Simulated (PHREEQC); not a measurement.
# Brine

Make-up at 20 °C: 2.3 mol/kgw KCl, 0.033 mol/kgw K2SO4 and 0.0018 mol/kgw H4SiO4. Closed to the air; pH follows from the charge balance.

Model: Pitzer model, pitzer.dat, run in PHREEQC.

Each row changes one thing in this solution. No solid was allowed to form.

```json
[
 {"case": "as made", "pH": "6.13", "H3SiO4- (mol/kgw)": "8.25e-7", "SI of SiO2(a) (SiO2)": "+0.05", "SI of Arcanite (K2SO4)": "-0.75"},
 {"case": "temperature from 20 to 50 °C", "pH": "5.99", "H3SiO4- (mol/kgw)": "1.58e-6", "SI of SiO2(a) (SiO2)": "-0.19", "SI of Arcanite (K2SO4)": "-1.03"},
 {"case": "K2SO4 from 0.033 to 0.0066 mol/kgw", "pH": "6.10", "H3SiO4- (mol/kgw)": "7.56e-7", "SI of SiO2(a) (SiO2)": "+0.05", "SI of Arcanite (K2SO4)": "-1.46"},
 {"case": "KCl replaced by KBr at the same molality", "pH": "6.09", "H3SiO4- (mol/kgw)": "8.09e-7", "SI of SiO2(a) (SiO2)": "+0.09", "SI of Arcanite (K2SO4)": "-0.78"},
 {"case": "KCl from 2.3 to 0.23 mol/kgw", "pH": "6.38", "H3SiO4- (mol/kgw)": "8.66e-7", "SI of SiO2(a) (SiO2)": "-0.03", "SI of Arcanite (K2SO4)": "-1.71"},
 {"case": "diluted 5-fold with water", "pH": "6.60", "H3SiO4- (mol/kgw)": "3.17e-7", "SI of SiO2(a) (SiO2)": "-0.71", "SI of Arcanite (K2SO4)": "-2.15"},
 {"case": "K2SO4 from 0.033 to 0.0363 mol/kgw", "pH": "6.14", "H3SiO4- (mol/kgw)": "8.33e-7", "SI of SiO2(a) (SiO2)": "+0.05", "SI of Arcanite (K2SO4)": "-0.71"},
 {"case": "KCl left out", "pH": "6.47", "H3SiO4- (mol/kgw)": "8.72e-7", "SI of SiO2(a) (SiO2)": "-0.04", "SI of Arcanite (K2SO4)": "-2.61"},
 {"case": "H4SiO4 replaced by Na2SiO3 at the same molality", "pH": "11.23", "H3SiO4- (mol/kgw)": "0.00145", "SI of SiO2(a) (SiO2)": "-1.80", "SI of Arcanite (K2SO4)": "-0.75"}
]
```

Some of these states are supersaturated (in SiO2(a), for instance). In brines, pH and single-ion activities rest on the MacInnes convention. At this temperature some constants are extrapolated from 25 °C, and those without enthalpy data are left unchanged.
